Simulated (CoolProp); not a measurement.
Ethane along the isobar 26.3 bar: Z from the reference equation and from simpler models built on Tc = 305.3 K, pc = 48.72 bar, ω = 0.099; each cubic takes its own stable root.

The numbers come from the reference Helmholtz-energy equation of state, Bücker 2006 in CoolProp.

| T (K) | phase | reference |
|---|---|---|
| 263.3 | liquid | 0.08485 |
| 275.4 | liquid | 0.08730 |
| 287.5 | gas | 0.7203 |
| 299.6 | gas | 0.7677 |
| 311.7 | gas | 0.8028 |
| 323.9 | gas | 0.8304 |
| 336 | gas | 0.8525 |
| 348.1 | gas | 0.8707 |
| 360.2 | gas | 0.8861 |

Question: How far does each simpler model (van der Waals, Soave-Redlich-Kwong, Peng-Robinson) lie from the reference over these 9 states: mean and median of the absolute difference, and the worst?

Answer: 
- van der Waals: mean 89.9 %, median 2.3 %, worst +737.6 % at 275.4 K and 26.3 bar
- Soave-Redlich-Kwong: mean 2.7 %, median 0.1 %, worst +13.3 % at 275.4 K and 26.3 bar
- Peng-Robinson: mean 2.0 %, median 2.2 %, worst -3.0 % at 263.3 K and 26.3 bar

At some of these states van der Waals gives the other phase, because its saturation line lies elsewhere.
